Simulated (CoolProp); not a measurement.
Vapour-liquid equilibrium of R1234ze(E) (1) + R227EA (2) at 343.1 K; x and y are mole fractions of (1).

Computed with CoolProp (multi-fluid Helmholtz-energy mixture model, Thol 2016 and Lemmon 2016; pair parameters Bell 2023).

Task: Give the bubble pressure and the first vapour's composition at x = 0.35, 0.5, 0.8. Is there an azeotrope?

Result: x = 0.35: 15.56 bar, y = 0.365; x = 0.5: 15.78 bar, y = 0.513; x = 0.8: 16.06 bar, y = 0.803. No azeotrope shows between x = 0.05 and 0.95.

The pair parameters rest on a limited set of measurements; away from them the model extrapolates.
